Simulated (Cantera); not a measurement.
What does this Cantera script print?

```python
import numpy as np
import cantera as ct

gas = ct.Solution("gri30.yaml")
gas.TPX = 700, 23000, {'CH3OH': 1, 'O2': 1.95, 'N2': 7.32}
inlet = ct.Reservoir(gas, clone=True)
gas.equilibrate("HP")  # start burning
reactor = ct.IdealGasConstPressureReactor(gas, energy="on", clone=False)
exhaust = ct.Reservoir(gas, clone=True)
tau = [0.037, 0.021, 0.012, 0.0068, 0.0038, 0.0022, 0.0012, 0.00071, 0.0004, 0.00023, 0.00013, 7.5e-05, 4.2e-05][0]
for a, b in ((inlet, reactor), (reactor, exhaust)):
    ct.MassFlowController(a, b, mdot=lambda t: reactor.mass / tau)
net = ct.ReactorNet([reactor])
show = ['CH3OH', 'O2', 'HO2', 'CH4', 'O']

rows = []
print(f"{'tau/s':>10s}{'T/K':>9s}" + "".join(f"{s:>11s}" for s in show))
for tau in [0.037, 0.021, 0.012, 0.0068, 0.0038, 0.0022, 0.0012, 0.00071, 0.0004, 0.00023, 0.00013, 7.5e-05, 4.2e-05]:
    net.initial_time = 0.0
    net.advance(30 * tau)
    before = gas.X
    net.advance(40 * tau)
    drift = np.max(np.abs(gas.X - before) / (gas.X + 1e-9))
    rows.append([gas.T, *gas[show].X, drift])
    print(f"{tau:10.3e}{gas.T:9.1f}" + "".join(f"{x:11.3e}" for x in gas[show].X))
```

Output:

```
     tau/s      T/K      CH3OH         O2        HO2        CH4          O
 3.700e-02   2120.0  3.489e-06  4.596e-02  2.112e-06  3.189e-08  3.045e-03
 2.100e-02   2084.0  5.259e-06  4.715e-02  2.571e-06  4.818e-08  3.817e-03
 1.200e-02   2045.0  7.980e-06  4.837e-02  3.294e-06  7.679e-08  4.678e-03
 6.800e-03   2004.3  1.244e-05  4.963e-02  4.398e-06  1.293e-07  5.577e-03
 3.800e-03   1964.2  2.019e-05  5.092e-02  6.101e-06  2.295e-07  6.427e-03
 2.200e-03   1929.7  3.281e-05  5.219e-02  8.602e-06  4.059e-07  7.064e-03
 1.200e-03   1895.5  5.860e-05  5.385e-02  1.341e-05  7.875e-07  7.471e-03
 7.100e-04   1868.1  1.014e-04  5.582e-02  2.138e-05  1.442e-06  7.454e-03
 4.000e-04   1835.7  1.999e-04  5.926e-02  4.081e-05  2.974e-06  6.837e-03
 2.300e-04   1788.6  4.671e-04  6.586e-02  1.007e-04  7.239e-06  5.116e-03
 1.300e-04    700.0  9.737e-02  1.899e-01 -7.709e-19 -1.806e-19  1.708e-21
 7.500e-05    700.0  9.737e-02  1.899e-01  8.277e-19  6.931e-21  1.661e-21
 4.200e-05    700.0  9.737e-02  1.899e-01  4.514e-19  2.692e-21  1.582e-21
```

Cantera simulation using GRI-Mech 3.0 (53 species, 325 reactions); the numbers are that mechanism's predictions, not measurements. GRI-Mech 3.0 was tuned for natural gas; its chemistry of methanol as a main component is partial and can be far from experiment.
